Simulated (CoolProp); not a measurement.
Values from CoolProp's reference Helmholtz-energy equation of state, Leachman 2009.

For normal hydrogen, give the phase and the Joule-Thomson coefficient (K/MPa), fugacity coefficient at 23.7 K and 4.13 MPa.


- 23.7 K and 4.13 MPa: liquid; Joule-Thomson coefficient -0.960, fugacity coefficient 0.0887
